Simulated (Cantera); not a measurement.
Transport properties of process gases

Gas mixture: C3H8 = 0.49 (molar parts), at 4.58 Torr, frozen composition.

Cantera's kinetic-theory transport with the Lennard-Jones parameters of GRI-Mech 3.0, ideal gas; thermal conductivity in the mixture-averaged form. The composition is frozen, though it would react at the higher temperatures.

```tsv
T (K)	ρ (kg/m³)	cp (J/kg/K)	μ (µPa s)	λ (mW/m/K)	Pr	D (cm²/s) O	D (cm²/s) NO	D (cm²/s) H2O
400	0.00809	2134	10.9	30.7	0.756	49.5	31.5	33.7
500	0.00647	2549	13.3	44.9	0.754	73.4	46.9	52.3
600	0.00539	2917	15.5	59.8	0.755	101	64.5	74.2
700	0.00462	3237	17.5	75.0	0.757	131	84.2	99.3
800	0.00404	3512	19.4	90.1	0.757	165	106	127
900	0.00359	3749	21.2	105	0.758	201	129	158
1000	0.00324	3960	23.0	120	0.759	240	155	191
1100	0.00294	4120	24.6	134	0.755	282	182	226
1200	0.00270	4267	26.2	148	0.752	327	210	264
```
D: mixture-averaged diffusion coefficient of that species in the mixture.
